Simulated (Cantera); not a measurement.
A closed system holds: 1 mol NaOH, 0.41 mol H2O, 0.13 mol O2, equilibrated at 1 atm.

Method: chemical equilibrium by Gibbs-energy minimisation in Cantera with the NASA 1993 tables (ideal gas, pure condensed phases). Candidate condensed phases: H2O, Na, NaOH, NaO2, Na2O, Na2O2; 16 gas species. Equilibrium is a limit: real reactors are often held back by kinetics, nucleation or transport.

x: gas mole fraction; n: condensed amount in mol.

| T (K) | x H2O | x NaOH | x O2 | x Na | x Na2(OH)2 | x OH | x NaO | n NaOH(l) |
|---|---|---|---|---|---|---|---|---|
| 1100 | 0.759 | 0.000333 | 0.241 | [?] | 9.57e-6 | 1.93e-6 | 8.82e-10 | 1.000 |
| 1175 | 0.758 | 0.00127 | 0.240 | [?] | 3.07e-5 | 6.01e-6 | 1.00e-8 | 0.999 |
| 1250 | 0.756 | 0.00407 | 0.240 | [?] | 8.38e-5 | 1.63e-5 | 8.40e-8 | 0.998 |
| 1325 | 0.750 | 0.0113 | 0.238 | [?] | 0.000200 | 3.93e-5 | 5.46e-7 | 0.994 |
| 1400 | 0.738 | 0.0280 | 0.234 | [?] | 0.000427 | 8.56e-5 | 2.89e-6 | 0.984 |
| 1475 | 0.711 | 0.0625 | 0.225 | [?] | 0.000830 | 0.000170 | 1.28e-5 | 0.963 |
| 1550 | 0.660 | 0.128 | 0.209 | [?] | 0.00150 | 0.000305 | 4.93e-5 | 0.918 |
| 1625 | 0.570 | 0.245 | 0.181 | [?] | 0.00252 | 0.000489 | 0.000170 | 0.819 |
| 1700 | 0.417 | 0.438 | 0.132 | [?] | 0.00403 | 0.000659 | 0.000545 | 0.549 |

Fill in the missing entries.


- 1100, x Na: 3.49e-9
- 1175, x Na: 4.67e-8
- 1250, x Na: 4.53e-7
- 1325, x Na: 3.36e-6
- 1400, x Na: 2.01e-5
- 1475, x Na: 0.000101
- 1550, x Na: 0.000442
- 1625, x Na: 0.00178
- 1700, x Na: 0.00723
